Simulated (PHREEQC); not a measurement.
Dissolve 22 mmol/kgw Pb(NO3)2, 5.2 mmol/kgw ZnCl2, 0.63 mmol/kgw HCl, 0.45 mmol/kgw NaCl and 0.41 mmol/kgw CO2 at 20 °C. Closed to the air; pH follows from the charge balance.

The numbers come from PHREEQC with the ion-association model, phreeqc.dat.

No solid was allowed to form.

Task: What pH, density does the model give?

Result: pH 3.27; density 1.005 g/cm³.

Task: In which forms is Pb present?

Result: Pb+2 73 %, PbNO3+ 17 %, PbCl+ 9.7 % of the Pb.
